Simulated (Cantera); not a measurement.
**Premixed flame**

A freely propagating, adiabatic, planar premixed flame of 10.8 % CH₃OH, 17.0 % O₂, 64.1 % N₂, 8.09 % H₂, unburnt at 425 K and 1280 Torr; mixture-averaged transport, grid criteria slope 0.08 and curve 0.16, no radiation.

Model: GRI-Mech 3.0 (53 species, 325 reactions), integrated in Cantera. GRI-Mech 3.0 was tuned for natural gas; its chemistry of methanol as a main component is partial and can be far from experiment. Burning velocities carry a grid error of a few per cent, more on coarse grids.

| z (mm) | T (K) | u (m/s) | x CH₃OH | x O₂ | x H₂ | x CO | x H₂O₂ | x CO₂ |
|---|---|---|---|---|---|---|---|---|
| -0.413 | 425 | 1.17 | 0.108 | 0.171 | 0.0805 | 2.01e-6 | 1.24e-7 | 4.31e-8 |
| -0.275 | 427 | 1.17 | 0.108 | 0.171 | 0.0798 | 2.78e-5 | 1.73e-6 | 8.98e-7 |
| -0.206 | 433 | 1.19 | 0.108 | 0.170 | 0.0788 | 0.000174 | 1.08e-5 | 7.88e-6 |
| -0.138 | 481 | 1.32 | 0.107 | 0.168 | 0.0765 | 0.00161 | 9.78e-5 | 0.000116 |
| -0.0688 | 808 | 2.27 | 0.0859 | 0.144 | 0.0726 | 0.0162 | 0.000840 | 0.00203 |
| -0.0344 | 1202 | 3.46 | 0.0497 | 0.109 | 0.0706 | 0.0392 | 0.00144 | 0.00608 |
| 0 | 1625 | 4.82 | 0.00851 | 0.0693 | 0.0646 | 0.0684 | 0.000240 | 0.0139 |
| 0.0344 | 1792 | 5.35 | 0.000167 | 0.0423 | 0.0488 | 0.0723 | 1.68e-6 | 0.0240 |
| 0.0688 | 1854 | 5.52 | 9.26e-7 | 0.0261 | 0.0378 | 0.0641 | 8.13e-7 | 0.0339 |
| 0.138 | 1932 | 5.72 | <1e-8 | 0.0142 | 0.0323 | 0.0519 | 6.55e-7 | 0.0477 |
| 0.275 | 2021 | 5.94 | <1e-8 | 0.00922 | 0.0319 | 0.0431 | 4.49e-7 | 0.0578 |
| 0.550 | 2112 | 6.17 | <1e-8 | 0.00617 | 0.0304 | 0.0399 | 2.93e-7 | 0.0617 |
| 1.10 | 2191 | 6.36 | <1e-8 | 0.00369 | 0.0281 | 0.0385 | 1.88e-7 | 0.0636 |
x: mole fraction of selected species; z is measured from the peak of heat release.

The laminar burning velocity is 117 cm/s. The thermal thickness comes out as 0.138 mm and the peak x(CO) comes out as 0.0740. The peak x(H₂O₂) is 0.00144 and the grid points is 135.
